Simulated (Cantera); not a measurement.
What does this Cantera script print?

```python
import numpy as np
import cantera as ct

gas = ct.Solution("h2o2.yaml")
gas.TPX = 1450, 380, {'H2': 0.051, 'O2': 1}
reactor = ct.IdealGasConstPressureReactor(gas, energy="off", clone=False)
net = ct.ReactorNet([reactor])
net.rtol, net.atol = 1e-08, 1e-18
show = ['H2', 'O2', 'O', 'H2O2', 'H2O']
times = np.geomspace(5e-06, 50, 12)

steps = ct.SolutionArray(gas, extra=["t"])
rows = []
print(f"{'t/s':>10s}{'T/K':>9s}{'P/Pa':>11s}" + "".join(f"{s:>11s}" for s in show))
for t in times:
    while net.time < t:
        t_next = net.step()
        steps.append(gas.state, t=t_next)
    rows.append([np.interp(t, steps.t, y) for y in (steps.T, steps.P, *steps(*show).X.T)])
    print(f"{t:10.3e}{rows[-1][0]:9.1f}{rows[-1][1]:11.4g}" + "".join(f"{x:11.3e}" for x in rows[-1][2:]))
rate = np.gradient(steps.T, steps.t)
print("integrator steps:", len(steps.t))
if steps.T.max() > steps.T[0] + 200:
    print(f"time of steepest temperature rise: {steps.t[rate.argmax()]:.4e} s")
gas.TPX = 1450, 380, {'H2': 0.051, 'O2': 1}
gas.equilibrate("TP")
print(f"equilibrium (TP): T = {gas.T:.1f} K  " + "  ".join(f"{s} {gas[s].X[0]:.3e}" for s in show))
```

Output:

```
       t/s      T/K       P/Pa         H2         O2          O       H2O2        H2O
 5.000e-06   1450.0        380  4.853e-02  9.515e-01  1.193e-10  5.313e-14  1.212e-12
 2.164e-05   1450.0        380  4.853e-02  9.515e-01  2.018e-09  9.861e-13  8.911e-11
 9.369e-05   1450.0        380  4.853e-02  9.515e-01  2.754e-08  1.826e-11  5.476e-09
 4.056e-04   1450.0        380  4.852e-02  9.515e-01  3.543e-07  3.263e-10  2.717e-07
 1.756e-03   1450.0        380  4.837e-02  9.514e-01  7.580e-05  4.881e-09  1.031e-04
 7.600e-03   1450.0        380  8.095e-04  9.091e-01  3.659e-02  1.225e-08  4.192e-02
 3.290e-02   1450.0        380  7.843e-04  9.099e-01  3.588e-02  1.213e-08  4.210e-02
 1.424e-01   1450.0        380  7.246e-04  9.133e-01  3.282e-02  1.192e-08  4.268e-02
 6.164e-01   1450.0        380  5.223e-04  9.242e-01  2.293e-02  1.092e-08  4.456e-02
 2.668e+00   1450.0        380  1.734e-04  9.415e-01  7.269e-03  7.219e-09  4.756e-02
 1.155e+01   1450.0        380  2.027e-05  9.489e-01  8.288e-04  2.456e-09  4.914e-02
 5.000e+01   1450.0        380  1.983e-06  9.500e-01  8.054e-05  6.419e-10  4.956e-02
integrator steps: 1251
equilibrium (TP): T = 1450.0 K  H2 7.876e-07  O2 9.501e-01  O 3.196e-05  H2O2 4.593e-10  H2O 4.962e-02
```

Cantera simulation using the H2/O2 subset of GRI-Mech 3.0, which has no nitrogen chemistry; the numbers are that mechanism's predictions, not measurements. Radical loss at walls, strong at low pressure, is not modelled. The temperature is held fixed by assumption; the heat of reaction is taken as removed at once.
